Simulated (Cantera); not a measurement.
A freely propagating, adiabatic, planar premixed flame of 8.63 % CH4, 1.12 % H2, 19.0 % O2, 71.3 % N2, equivalence ratio 0.94, unburnt at 625 K and 525 Torr; mixture-averaged transport, grid criteria slope 0.08 and curve 0.16, no radiation.

Model: GRI-Mech 3.0 (53 species, 325 reactions), integrated in Cantera. Burning velocities carry a grid error of a few per cent, more on coarse grids.

x: mole fraction of selected species; z is measured from the peak of heat release.

```csv
z (mm),T (K),u (m/s),x CH4,x H2,x O2,x NO,x H2O,x CH3
-1.28,625,1.63,0.0862,0.0116,0.190,<1e-8,1.84e-5,[?]
-0.856,626,1.64,0.0861,0.0125,0.190,<1e-8,0.000178,[?]
-0.642,630,1.65,0.0857,0.0138,0.189,<1e-8,0.000872,[?]
-0.428,665,1.75,0.0832,0.0165,0.186,6.55e-8,0.00557,[?]
-0.214,976,2.59,0.0634,0.0219,0.162,9.73e-7,0.0405,[?]
-0.107,1363,3.66,0.0363,0.0248,0.124,2.74e-6,0.0824,0.00226
0,1742,4.72,0.00945,0.0238,0.0773,6.35e-6,0.126,0.00230
0.107,1903,5.17,0.000860,0.0181,0.0482,1.11e-5,0.147,[?]
0.214,1945,5.27,4.21e-5,0.0148,0.0373,1.45e-5,0.152,[?]
0.428,1989,5.36,1.46e-7,0.0138,0.0315,1.85e-5,0.153,[?]
0.856,2047,5.49,<1e-8,0.0133,0.0285,2.43e-5,0.154,<1e-8
1.71,2121,5.66,<1e-8,0.0116,0.0259,3.53e-5,0.159,<1e-8
3.43,2201,5.84,<1e-8,0.00926,0.0232,5.70e-5,0.165,<1e-8
```

### Question
Complete the blanks.

### Answer

- -1.28, x CH3: 3.63e-8
- -0.856, x CH3: 4.15e-7
- -0.642, x CH3: 2.42e-6
- -0.428, x CH3: 2.12e-5
- -0.214, x CH3: 0.000481
- 0.107, x CH3: 0.000335
- 0.214, x CH3: 1.78e-5
- 0.428, x CH3: 6.70e-8
